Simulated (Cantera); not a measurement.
Feed: 1 mol Ti(OiPr)4, 0.092 mol O2, at 43.0 Pa.

Equilibrium computed with Cantera from the NASA thermochemical tables; the gas is ideal and each condensed phase is pure. Candidate condensed phases: C, C6H6, C7H8, C8H18, H2O, Ti, TiC, TiO, TiO2, Ti2O3, Ti3O5, Ti4O7; 113 gas species. The feed counts by its element totals alone. TiC: taken at fixed stoichiometry. Rates play no part.

Over these rows the condensed part is C(graphite) + TiC(s). Partial pressures as log10 of bar:

| T (K) | 1000/T (1/K) | log p C2H2 (acetylene) | log p H2 | log p CO |
|---|---|---|---|---|
| 1323 | 0.7559 | -9.56 | -3.48 | -4.00 |
| 1373 | 0.7283 | -9.24 | -3.48 | -4.00 |
| 1423 | 0.7027 | -8.94 | -3.48 | -4.00 |
| 1473 | 0.6789 | ? | -3.48 | -4.00 |
| 1523 | 0.6566 | -8.41 | -3.48 | -4.00 |
| 1573 | 0.6357 | -8.17 | -3.48 | -4.01 |

Task: Fit log p(C2H2 (acetylene)) = a + b·(1000/T) to the five rows, give the apparent enthalpy, and predict the row at 1473 K.

Result: Means: 1000/T = 0.6958, log p = -8.864. Sxy = -0.114080, Sxx = 0.0098645, so b = -11.56 and a = -8.864 − (-11.56)×0.6958 = -0.82.
Apparent enthalpy: −19.145 × (-11.56) = 221 kJ/mol. With the condensed phases at unit activity, 2 C(graphite) + H2(g) = C2H2 (acetylene)(g) links this pressure to the main gases: over the six rows their terms move log p by +0.00 in all, so the slope is close to that reaction's ΔH°. The five rows lie within 0.01 of the line.
Prediction at 1473 K: -0.82 + (-11.56)×0.6789 = -8.67. The computed value is -8.67, 0.00 from the line.
